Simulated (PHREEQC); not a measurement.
Consider water at 25 °C with 0.0048 mol CuCl2, 0.025 mol HNO3 and 0.046 mol H3BO3 per kg of water. Closed to the air; pH follows from the charge balance.

Computed with PHREEQC (ion-association model, phreeqc.dat).

The ionic strength comes out as 0.0393 mol/kgw. What activity coefficients do Cl-, NO3-, CuCl+, H+, Cu+2 get?

Cl- 0.83, NO3- 0.82, CuCl+ 0.83, H+ 0.86, Cu+2 0.51.

Precipitation was switched off in this run.
